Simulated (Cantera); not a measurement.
# Diamond growth

A diamond (100) surface in a fixed gas of H2 with x(CH4) = 0.012, x(H) = 0.048, x(CH3) = 0.001, at 1125 K; coverages are run to steady state.

Model: the Harris–Goodwin 1993 mechanism for the reconstructed diamond (100) surface, integrated in Cantera.

| P (Pa) | growth (µm/h) | θ c6HH | θ c6H* | θ c6*H | θ c6** | θ c6HM |
|---|---|---|---|---|---|---|
| 640 | 3.75 | 0.488 | 0.0303 | 0.453 | 0.0211 | 0.00463 |
| 1100 | 7.42 | 0.487 | 0.0304 | 0.453 | 0.0211 | 0.00539 |
| 1800 | 13.2 | 0.487 | 0.0304 | 0.452 | 0.0211 | 0.00591 |
| 3100 | 24.3 | 0.487 | 0.0305 | 0.452 | 0.0211 | 0.00631 |
| 5300 | 43.2 | 0.487 | 0.0307 | 0.451 | 0.0212 | 0.00657 |
| 9000 | 75.1 | 0.486 | 0.0311 | 0.451 | 0.0212 | 0.00674 |
| 15000 | 127 | 0.486 | 0.0317 | 0.450 | 0.0214 | 0.00686 |
| 26000 | 224 | 0.486 | 0.0328 | 0.449 | 0.0216 | 0.00697 |
θ: site fractions in the mechanism's names (c6HH fully hydrogenated, c6H* and c6*H radical sites, c6** diradical, c6HM methylated).
